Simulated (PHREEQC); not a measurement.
Copper plating or etch bath: speciation

Consider water at 20 °C with 6.5 mmol/kgw CuSO4 and 64 mmol/kgw KCl. Closed to the air; pH follows from the charge balance.

Equilibrium calculation in PHREEQC: ion-association model, wateq4f.dat.

```yaml
pH: 5.05
ionic_strength: 0.0845 mol/kgw
```

| species | molality | activity | log γ |
|---|---|---|---|
| Cl- | 0.0637 | 0.0496 | -0.109 |
| K+ | 0.0632 | 0.0492 | -0.109 |
| Cu+2 | 0.00534 | 0.00226 | -0.374 |
| SO4-2 | 0.00489 | 0.00194 | -0.402 |
| CuSO4 | 0.000845 | 0.000862 | 0.008 |
| KSO4- | 0.000767 | 0.000613 | -0.097 |
| CuCl+ | 0.000300 | 0.000235 | -0.106 |
| H+ | 1.08e-5 | 8.99e-6 | -0.079 |
| CuCl2 | 5.79e-6 | 5.91e-6 | 0.008 |
| Cu2(OH)2+2 | 4.19e-6 | 1.65e-6 | -0.404 |
| CuOH+ | 3.20e-6 | 2.50e-6 | -0.106 |

Precipitation was switched off in this run. Saturation is exceeded, for instance for Atacamite, Brochantite; the values hold only as long as no solid forms.
